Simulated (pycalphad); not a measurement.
Fe-Si solution, phase liquid, at 1750 K; mixing quantities and activities refer to the pure elements in the same phase at that temperature, stable or not. Over part of the range this solution is metastable.

CALPHAD calculation (pycalphad, COST 507 light-alloy database (1999)), 1 atm. The data set is of 1999 and partly superseded.

```
x(Si)  ΔH mix (kJ/mol)  ΔG mix (kJ/mol)  excess S (J/mol/K)     a(Fe)     a(Si)  stable as one phase?
-----  ---------------  ---------------  ------------------  --------  --------  --------------------
0.02             -3.39            -3.39               -0.82     0.979   2.48e-5               no: bcc
0.05             -8.20            -7.72               -1.92     0.940   7.94e-5               no: bcc
0.1             -15.44           -14.04               -3.50     0.851  0.000274                   yes
0.2             -27.06           -23.98               -5.92     0.591   0.00216                   yes
0.3             -35.03           -30.36               -7.75     0.321    0.0136                   yes
0.4             -39.63           -33.23               -9.25     0.141    0.0629                   yes
0.5             -41.11           -32.83              -10.49    0.0548     0.200                   yes
0.6             -39.66           -29.65              -11.32    0.0214     0.434                   yes
0.7             -35.29           -24.29              -11.36   0.00945     0.679                   yes
0.8             -27.73           -17.42              -10.05   0.00503     0.841                   yes
0.9             -16.33            -9.51               -6.60   0.00295     0.924                   yes
0.95             -8.87            -5.17               -3.76   0.00186     0.958                   yes
0.98             -3.73            -2.31               -1.63  0.000893     0.981                   yes
```
